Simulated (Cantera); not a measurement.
Mixture: CH₄ : H₂ : O₂ : N₂ = 1 : 0.43 : 1.48 : 5.55 (molar parts), equivalence ratio 1.5, at 2.10 bar, adiabatic and at constant volume. Ignition delay is the time to a rise of 400 K.

Cantera simulation using GRI-Mech 3.0 (53 species, 325 reactions); the numbers are that mechanism's predictions, not measurements.

Task: What does this change do: 0.5 parts H2O added?

Result: 
```
quantity                                                before       after
--------------------------------------------------  ----------  ----------
delay at 1200 K                                        1.80 ms     1.93 ms
delay at 1400 K                                       0.355 ms    0.401 ms
delay at 1600 K                                        88.8 µs     98.5 µs
delay at 1800 K                                        29.3 µs     30.9 µs
delay at 2000 K                                        11.8 µs     12.0 µs
apparent activation energy between 1900 and 2100 K  140 kJ/mol  140 kJ/mol
```

Task: What does this change do: constant pressure in place of constant volume?

Result: 
```tsv
quantity	before	after
delay at 1200 K	1.80 ms	2.03 ms
delay at 1400 K	0.355 ms	0.396 ms
delay at 1600 K	88.8 µs	97.5 µs
delay at 1800 K	29.3 µs	31.9 µs
delay at 2000 K	11.8 µs	12.9 µs
apparent activation energy between 1900 and 2100 K	140 kJ/mol	140 kJ/mol
```
